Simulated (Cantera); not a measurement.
Charge: 1 mol Si3N4, 0.98 mol H2O, 60 mol N2, equilibrated at 0.100 bar.

These are equilibrium values from Cantera (NASA tables, ideal gas, pure condensed phases), not measurements of a reactor. Candidate condensed phases: H2O, Si, SiO2, Si2N2O, Si3N4; 35 gas species. Mutual solubility and eutectic melting of coexisting phases are not modelled. Equilibrium is a limit: real reactors are often held back by kinetics, nucleation or transport.

Q: Which condensed phases are stable at each of these points (T (K)): 1100, 1200, 1300, 1400, 1500, 1600, 1700, 1800, 1900, 2000?

A: 
```tsv
T (K)	condensed phases	Si condensed (%)
1100	Si2N2O(s) + Si3N4(s)	100.0
1200	Si2N2O(s) + Si3N4(s)	100.0
1300	Si2N2O(s) + Si3N4(s)	100.0
1400	Si2N2O(s) + Si3N4(s)	100.0
1500	Si2N2O(s) + Si3N4(s)	100.0
1600	Si2N2O(s) + Si3N4(s)	100.0
1700	Si2N2O(s) + Si3N4(s)	99.7
1800	Si2N2O(s) + Si3N4(s)	97.0
1900	Si2N2O(s) + Si3N4(s)	77.1
2000	Si(l)	66.1
```

From 1100 K to 1900 K the condensed part is Si2N2O(s) + Si3N4(s). At 2000 K the condensed part is Si(l).
